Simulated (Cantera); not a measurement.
An adiabatic, constant-pressure homogeneous reactor starts with C₂H₄ : O₂ : N₂ : H₂O = 1 : 2.73 : 10.3 : 0.92 (molar parts), at 1498 K and 0.570 bar. Integrator tolerance rtol = 1e-08.

Detailed kinetics in Cantera: GRI-Mech 3.0 (53 species, 325 reactions). GRI-Mech 3.0 was tuned for natural gas; its chemistry of ethylene as a main component is partial and can be far from experiment.

Task: What does this change do: pressure from 0.570 bar to 0.490 bar?

Result: 
```
quantity                                                          before                                  after
---------------------------------  -------------------------------------  -------------------------------------
time of steepest temperature rise                                54.8 µs                                63.1 µs
temperature at 0.300 s                                            2726 K                                 2714 K
equilibrium temperature                                           2726 K                                 2714 K
x(C₂H₄) at 0.300 s                 <1e-12 (gas-phase equilibrium <1e-12)  <1e-12 (gas-phase equilibrium <1e-12)
x(O₂) at 0.300 s                   0.0177 (gas-phase equilibrium 0.0177)  0.0181 (gas-phase equilibrium 0.0181)
x(H₂O) at 0.300 s                    0.143 (gas-phase equilibrium 0.143)    0.142 (gas-phase equilibrium 0.142)
x(CO₂) at 0.300 s                  0.0596 (gas-phase equilibrium 0.0596)  0.0591 (gas-phase equilibrium 0.0591)
x(CH₂) at 0.300 s                  <1e-12 (gas-phase equilibrium <1e-12)  <1e-12 (gas-phase equilibrium <1e-12)
```
